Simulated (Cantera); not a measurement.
Cantera run, input and output.

```python
import numpy as np
import cantera as ct

gas = ct.Solution("gri30.yaml")
gas.TPX = 1375, 101325, {'CH4': 1, 'H2O': 2}
reactor = ct.IdealGasConstPressureReactor(gas, energy="off", clone=False)
net = ct.ReactorNet([reactor])
net.rtol, net.atol = 1e-08, 1e-18
show = ['CH4', 'H2O', 'HCO', 'H', 'C2H2', 'CH3']
times = np.geomspace(4e-06, 2, 12)

steps = ct.SolutionArray(gas, extra=["t"])
rows = []
print(f"{'t/s':>10s}{'T/K':>9s}{'P/Pa':>11s}" + "".join(f"{s:>11s}" for s in show))
for t in times:
    while net.time < t:
        t_next = net.step()
        steps.append(gas.state, t=t_next)
    rows.append([np.interp(t, steps.t, y) for y in (steps.T, steps.P, *steps(*show).X.T)])
    print(f"{t:10.3e}{rows[-1][0]:9.1f}{rows[-1][1]:11.4g}" + "".join(f"{x:11.3e}" for x in rows[-1][2:]))
rate = np.gradient(steps.T, steps.t)
print("integrator steps:", len(steps.t))
if steps.T.max() > steps.T[0] + 200:
    print(f"time of steepest temperature rise: {steps.t[rate.argmax()]:.4e} s")
gas.TPX = 1375, 101325, {'CH4': 1, 'H2O': 2}
gas.equilibrate("TP")
print(f"equilibrium (TP): T = {gas.T:.1f} K  " + "  ".join(f"{s} {gas[s].X[0]:.3e}" for s in show))
```

Output:

```
       t/s      T/K       P/Pa        CH4        H2O        HCO          H       C2H2        CH3
 4.000e-06   1375.0  1.013e+05  3.333e-01  6.667e-01  1.443e-22  3.938e-09  4.769e-20  1.480e-07
 1.319e-05   1375.0  1.013e+05  3.333e-01  6.667e-01  6.941e-21  3.938e-09  1.087e-17  4.973e-07
 4.347e-05   1375.0  1.013e+05  3.333e-01  6.667e-01  5.109e-19  3.941e-09  1.732e-15  1.645e-06
 1.433e-04   1375.0  1.013e+05  3.333e-01  6.667e-01  4.819e-17  3.969e-09  2.615e-13  5.317e-06
 4.725e-04   1375.0  1.013e+05  3.333e-01  6.667e-01  3.465e-15  4.178e-09  3.888e-11  1.439e-05
 1.558e-03   1375.0  1.013e+05  3.333e-01  6.667e-01  5.597e-14  4.547e-09  2.618e-09  2.089e-05
 5.136e-03   1375.0  1.013e+05  3.331e-01  6.667e-01  3.398e-13  5.217e-09  7.088e-08  2.434e-05
 1.693e-02   1375.0  1.013e+05  3.326e-01  6.666e-01  2.241e-12  8.140e-09  2.045e-06  3.215e-05
 5.582e-02   1375.0  1.013e+05  3.306e-01  6.662e-01  1.240e-11  2.195e-08  7.166e-05  4.265e-05
 1.840e-01   1375.0  1.013e+05  3.232e-01  6.633e-01  2.033e-11  7.510e-08  1.395e-03  4.401e-05
 6.067e-01   1375.0  1.013e+05  3.003e-01  6.517e-01  1.821e-11  2.300e-07  9.299e-03  3.766e-05
 2.000e+00   1375.0  1.013e+05  2.471e-01  6.234e-01  1.724e-11  5.524e-07  2.739e-02  2.802e-05
integrator steps: 990
equilibrium (TP): T = 1375.0 K  CH4 5.574e-06  H2O 1.760e-01  HCO 1.339e-09  H 2.707e-06  C2H2 9.149e-12  CH3 4.818e-10
```

Model: GRI-Mech 3.0 (53 species, 325 reactions), integrated in Cantera.
